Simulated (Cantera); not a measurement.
Equilibrium for abatement and gas-phase synthesis: NH3 + O2

A closed system holds: 1 mol NH3, a varied amount of O2, at 2525 K and 0.0100 bar.

Cantera equilibrium calculation (NASA polynomials, part measured and part estimated; ideal gas, pure solids and liquids). Candidate condensed phases: H2O; 24 gas species. Kinetics and transport are ignored.

```json
[
 {"n(O2) (mol)": "0.085", "x H2": "0.501", "x H2O": "0.0685", "x O2": "8.38e-5", "x N2": "0.224", "x H": "0.199", "x O": "0.00150", "x OH": "0.00578", "x NO": "0.000256"},
 {"n(O2) (mol)": "0.14", "x H2": "0.461", "x H2O": "0.112", "x O2": "0.000266", "x N2": "0.224", "x H": "0.190", "x O": "0.00267", "x OH": "0.00987", "x NO": "0.000456"},
 {"n(O2) (mol)": "0.23", "x H2": "0.395", "x H2O": "0.181", "x O2": "0.000948", "x N2": "0.224", "x H": "0.176", "x O": "0.00504", "x OH": "0.0172", "x NO": "0.000860"},
 {"n(O2) (mol)": "0.38", "x H2": "0.292", "x H2O": "0.286", "x O2": "0.00433", "x N2": "0.222", "x H": "0.151", "x O": "0.0108", "x OH": "0.0317", "x NO": "0.00183"},
 {"n(O2) (mol)": "0.62", "x H2": "0.165", "x H2O": "0.394", "x O2": "0.0255", "x N2": "0.213", "x H": "0.114", "x O": "0.0262", "x OH": "0.0579", "x NO": "0.00435"},
 {"n(O2) (mol)": "1", "x H2": "0.0832", "x H2O": "0.402", "x O2": "0.105", "x N2": "0.185", "x H": "0.0809", "x O": "0.0530", "x OH": "0.0833", "x NO": "0.00822"},
 {"n(O2) (mol)": "1.7", "x H2": "0.0436", "x H2O": "0.323", "x O2": "0.247", "x N2": "0.142", "x H": "0.0585", "x O": "0.0814", "x OH": "0.0926", "x NO": "0.0111"},
 {"n(O2) (mol)": "2.8", "x H2": "0.0252", "x H2O": "0.235", "x O2": "0.390", "x N2": "0.103", "x H": "0.0445", "x O": "0.102", "x OH": "0.0884", "x NO": "0.0118"}
]
```
x: gas mole fraction; nothing condenses.

From 0.085 mol O2 to 2.8 mol O2 nothing is condensed.
